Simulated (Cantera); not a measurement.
A freely propagating, adiabatic, planar premixed flame of 27.0 % H2, 15.3 % O2, 57.7 % N2, equivalence ratio 0.88, unburnt at 350 K and 0.900 bar; unity-Lewis-number transport, grid criteria slope 0.08 and curve 0.16, no radiation.

Detailed kinetics in Cantera: the H2/O2 subset of GRI-Mech 3.0, which has no nitrogen chemistry. Unity Lewis numbers drop preferential diffusion, which matters most where H2 and H carry the flame. Burning velocities carry a grid error of a few per cent, more on coarse grids.

x: mole fraction of selected species; z is measured from the peak of heat release.

```json
[
 {"z (mm)": "-1.04", "T (K)": "350", "u (m/s)": "1.87", "x H2": "0.270", "x O2": "0.153", "x OH": "<1e-8", "x HO2": "<1e-8", "x H2O2": "<1e-8", "x O": "<1e-8"},
 {"z (mm)": "-0.690", "T (K)": "350", "u (m/s)": "1.87", "x H2": "0.270", "x O2": "0.153", "x OH": "<1e-8", "x HO2": "[?]", "x H2O2": "[?]", "x O": "<1e-8"},
 {"z (mm)": "-0.518", "T (K)": "350", "u (m/s)": "1.87", "x H2": "0.270", "x O2": "0.153", "x OH": "<1e-8", "x HO2": "5.08e-7", "x H2O2": "1.00e-7", "x O": "1.35e-8"},
 {"z (mm)": "-0.345", "T (K)": "353", "u (m/s)": "1.89", "x H2": "0.269", "x O2": "0.153", "x OH": "<1e-8", "x HO2": "4.69e-6", "x H2O2": "9.08e-7", "x O": "1.35e-7"},
 {"z (mm)": "-0.173", "T (K)": "438", "u (m/s)": "2.33", "x H2": "0.260", "x O2": "0.148", "x OH": "1.88e-5", "x HO2": "0.000163", "x H2O2": "1.86e-5", "x O": "1.27e-5"},
 {"z (mm)": "-0.0863", "T (K)": "779", "u (m/s)": "4.06", "x H2": "0.217", "x O2": "0.128", "x OH": "0.000651", "x HO2": "0.000223", "x H2O2": "2.23e-5", "x O": "0.000427"},
 {"z (mm)": "0", "T (K)": "1236", "u (m/s)": "6.26", "x H2": "0.118", "x O2": "0.0826", "x OH": "0.00350", "x HO2": "7.87e-5", "x H2O2": "5.93e-6", "x O": "0.00487"},
 {"z (mm)": "0.0863", "T (K)": "[?]", "u (m/s)": "7.50", "x H2": "[?]", "x O2": "[?]", "x OH": "[?]", "x HO2": "[?]", "x H2O2": "[?]", "x O": "0.0108"},
 {"z (mm)": "0.173", "T (K)": "1655", "u (m/s)": "8.12", "x H2": "0.0362", "x O2": "0.0389", "x OH": "0.0124", "x HO2": "2.50e-5", "x H2O2": "2.01e-6", "x O": "0.0117"},
 {"z (mm)": "0.345", "T (K)": "1811", "u (m/s)": "8.77", "x H2": "0.0314", "x O2": "0.0342", "x OH": "0.0144", "x HO2": "1.75e-5", "x H2O2": "1.02e-6", "x O": "0.00972"},
 {"z (mm)": "0.690", "T (K)": "1962", "u (m/s)": "9.39", "x H2": "0.0262", "x O2": "0.0304", "x OH": "0.0151", "x HO2": "1.17e-5", "x H2O2": "5.50e-7", "x O": "0.00697"},
 {"z (mm)": "1.38", "T (K)": "2093", "u (m/s)": "9.91", "x H2": "0.0198", "x O2": "0.0270", "x OH": "0.0142", "x HO2": "7.37e-6", "x H2O2": "3.45e-7", "x O": "0.00449"},
 {"z (mm)": "2.76", "T (K)": "2194", "u (m/s)": "10.3", "x H2": "0.0134", "x O2": "0.0242", "x OH": "0.0122", "x HO2": "4.58e-6", "x H2O2": "2.46e-7", "x O": "0.00263"}
]
```

Some entries are withheld; supply them.


- -0.690, x HO2: 7.46e-8
- -0.690, x H2O2: 1.48e-8
- 0.0863, T (K): 1512
- 0.0863, x H2: 0.0504
- 0.0863, x O2: 0.0485
- 0.0863, x OH: 0.00930
- 0.0863, x HO2: 3.67e-5
- 0.0863, x H2O2: 3.39e-6
